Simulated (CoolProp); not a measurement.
Saturation properties of ethylene (Tc = 282.4 K, pc = 5.042 MPa, ω = 0.087).

Model: reference Helmholtz-energy equation of state, Smukala 2000, in CoolProp.

| T (K) | p (MPa) | enthalpy of vaporisation (kJ/kg) | surface tension (mN/m) |
|---|---|---|---|
| 176.6 | 0.1521 | 471.7 | 15.1 |
| 180.4 | 0.1856 | 465.8 | 14.5 |
| 184.1 | 0.2234 | 459.9 | 13.9 |
| 187.9 | 0.2680 | 453.7 | 13.2 |
| 191.7 | 0.3191 | 447.3 | 12.6 |
| 195.5 | 0.3771 | 440.6 | 12.0 |
| 199.3 | 0.4426 | 433.7 | 11.4 |
| 203.1 | 0.5161 | 426.6 | 10.8 |

It boils at 169.4 K under 1 atm.

Surface tension comes from a separate correlation (Mulero 2012).
